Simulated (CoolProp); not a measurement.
Computed with CoolProp (reference Helmholtz-energy equation of state, Lemmon 2006). It is a short technical equation, of lower accuracy than the large ones.

**Question.** For C3F8 (R218), give the phase and the density (kg/m³), cv (kJ/(kg K)), speed of sound (m/s), Joule-Thomson coefficient (K/MPa) at 201.5 K and 0.89 MPa; 224.4 K and 0.89 MPa.

**Answer.** 
- 201.5 K and 0.89 MPa: liquid; density 1740, cv 0.623, speed of sound 698, Joule-Thomson coefficient -0.375
- 224.4 K and 0.89 MPa: liquid; density 1660, cv 0.665, speed of sound 596, Joule-Thomson coefficient -0.316
